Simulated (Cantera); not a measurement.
Standard-state values (1 bar) from the NASA 1993 polynomials, evaluated with Cantera. Values are per mole of reaction as written; species without (g) are pure solids or liquids, kept so even where they would boil at 1 bar. TaC: taken at fixed stoichiometry.

2 TaC + 2 H2O(g) = C2H4(g) + 2 Ta + 2 O(g), with ΔH° = 1322.7 kJ and ΔS° = 161.9 J/K at 300 K.

Problem. How far is the shortcut ΔG° ≈ ΔH°(300 K) − T·ΔS°(300 K) from the full temperature-dependent value at 2100, 2250, 2400, 2550, 2700, 2850 K?

Solution. 
```csv
T (K),shortcut (kJ),full (kJ),difference (kJ),difference in log10 K
2100,982.6,980.5,2.1,-0.05
2250,958.3,955.6,2.7,-0.06
2400,934.0,930.8,3.2,-0.07
2550,909.7,905.9,3.8,-0.08
2700,885.4,881.1,4.3,-0.08
2850,861.1,856.3,4.8,-0.09
```
The shortcut ignores the heat-capacity change of the reaction.
